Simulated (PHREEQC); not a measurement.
1.2 g of hydrous ferric oxide (600 m²/g; 0.2 weak and 0.005 strong sites per Fe, Dzombak-Morel constants, diffuse double layer) in 1 kg of water with 0.01 mol/kgw of an inert sodium salt and 0.0012 mol/kgw NiCl2, at 25 °C; the pH is set by adding NaOH or the inert anion's acid. Oxygen alone is held at its pressure in air (log pO2 = -0.68). CO2 from the air is kept out. Nothing may precipitate in this run.

The series has 13 steps of pH, from 4 to 12.

Model: ion-association model, wateq4f.dat, run in PHREEQC.

### Question
Near which pH is half of the Ni sorbed, and on which side is more sorbed?

### Answer
Near pH 6.9, with more sorbed at higher pH.

### Question
At which pH does the surface charge pass through zero?

### Answer
Near pH 9.4.

Along this series the solution becomes supersaturated in solids that the run did not let form, among them Ni(OH)2. Species that the database lacks are ignored.
